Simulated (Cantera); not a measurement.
Metals in furnace atmospheres: Ti + CO₂ + H₂

Feed: 1 mol Ti, 0.042 mol CO₂, 32 mol H₂, held at 1800 °C.

These are equilibrium values from Cantera (NASA tables, ideal gas, pure condensed phases), not measurements of a reactor. Candidate condensed phases: C, C₆H₆, C₇H₈, C₈H₁₈, H₂O, Ti, TiC, TiO, TiO₂, Ti₂O₃, Ti₃O₅, Ti₄O₇; 113 gas species. Each liquid is taken as pure. Mutual solubility and eutectic melting of coexisting phases are not modelled. TiC, TiO: taken at fixed stoichiometry. Condensed phases not in the tables: solid solutions among these carbides, nitrides and lower oxides, N, O or C dissolved in the metal. Kinetics and transport are ignored.

From 10.0 Pa to 48.0 Pa nothing is condensed. At 2.30 mbar the condensed part is Ti(l) + TiO(l). From 11.0 mbar to 30.0 bar the condensed part is Ti(l) + TiC(s) + TiO(l). The main Ti-bearing gas is Ti throughout.

```
P (Pa)    x H₂       x H      x Ti      x CO  n Ti(l)  n TiO(l)  n TiC(s)
-------  -----  --------  --------  --------  -------  --------  --------
10       0.745     0.227    0.0257   0.00113        0         0         0
48       0.859     0.111    0.0274   0.00120        0         0         0
230      0.934    0.0530    0.0109   0.00126    0.595    0.0109         0
1100     0.972    0.0247   0.00228  0.000315    0.821    0.0674    0.0318
5500     0.988    0.0111  0.000456   6.29e-5    0.863    0.0806    0.0400
26000    0.995   0.00514   9.64e-5   1.33e-5    0.872    0.0832    0.0416
130000   0.998   0.00230   1.93e-5   2.66e-6    0.874    0.0838    0.0419
620000   0.999   0.00106   4.04e-6   5.58e-7    0.874    0.0839    0.0420
3000000  1.000  0.000480   8.35e-7   1.15e-7    0.874    0.0839    0.0420
```
x: gas mole fraction; n: condensed amount in mol.
